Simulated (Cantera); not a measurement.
Mixture: CH4 : O2 : N2 : C2H6 = 1 : 2.35 : 8.85 : 0.25 (molar parts), equivalence ratio 1.2, at 8.60 bar, adiabatic and at constant volume. Ignition delay is the time to a rise of 400 K.

Model: GRI-Mech 3.0 (53 species, 325 reactions), integrated in Cantera.

Q: Predict: delay at 1300 K; delay at 1400 K; delay at 1500 K; delay at 1600 K; apparent activation energy between 1550 and 1650 K.

A: 
```
Item                                                    Result
--------------------------------------------------  ----------
delay at 1300 K                                       0.196 ms
delay at 1400 K                                        69.8 µs
delay at 1500 K                                        30.3 µs
delay at 1600 K                                        14.7 µs
apparent activation energy between 1550 and 1650 K  150 kJ/mol
```
